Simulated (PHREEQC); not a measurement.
Solution (25 °C): 0.011 mol ZnCl2, 0.00071 mol NaCl and 0.00253 mol FeSO4 per kg of water. Closed to the air; pH follows from the charge balance.

The numbers come from PHREEQC with the ion-association model, wateq4f.dat.

No solid was allowed to form.

### Question
Order these S species by the share of S that they hold, largest first: ZnSO4, SO4-2, FeSO4, NaSO4-, Zn(SO4)2-2.

### Answer
SO4-2 (59 %), ZnSO4 (34 %), FeSO4 (6.2 %), Zn(SO4)2-2 (0.84 %), NaSO4- (0.10 %)

### Question
Order these Fe species by the share of Fe that they hold, largest first: Fe+2, FeSO4, FeCl+.

### Answer
Fe+2 (92 %), FeSO4 (6.1 %), FeCl+ (1.4 %)

The pH is 5.54 and the ionic strength 0.0390 mol/kgw.
